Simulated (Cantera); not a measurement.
Mixture: C3H8 : O2 : N2 = 1 : 2.63 : 9.89 (molar parts), at 67000 Pa, adiabatic and at constant volume. Ignition delay is the time to a rise of 400 K.

Detailed kinetics in Cantera: GRI-Mech 3.0 (53 species, 325 reactions). GRI-Mech 3.0 was tuned for natural gas; its chemistry of propane as a main component is partial and can be far from experiment.

Task: At T0 = 1750 K, what is the delay, and which 8 reactions control it most (d ln τ / d ln k, from doubling and halving each rate constant)?

Result: The delay is 19.7 µs.
```json
[
 {"reaction": "C2H5 + CH3 (+M) <=> C3H8 (+M)", "d ln τ / d ln k": "-0.34", "faster rate": "shortens it"},
 {"reaction": "H + O2 <=> O + OH", "d ln τ / d ln k": "-0.27", "faster rate": "shortens it"},
 {"reaction": "CH3 + HO2 <=> CH3O + OH", "d ln τ / d ln k": "-0.18", "faster rate": "shortens it"},
 {"reaction": "C2H5 + O2 <=> C2H4 + HO2", "d ln τ / d ln k": "-0.16", "faster rate": "shortens it"},
 {"reaction": "C3H8 + H <=> C3H7 + H2", "d ln τ / d ln k": "0.15", "faster rate": "lengthens it"},
 {"reaction": "HCO + O2 <=> CO + HO2", "d ln τ / d ln k": "-0.11", "faster rate": "shortens it"},
 {"reaction": "CH3O + O2 <=> CH2O + HO2", "d ln τ / d ln k": "-0.10", "faster rate": "shortens it"},
 {"reaction": "C2H3 + O2 <=> CH2CHO + O", "d ln τ / d ln k": "-0.09", "faster rate": "shortens it"}
]
```
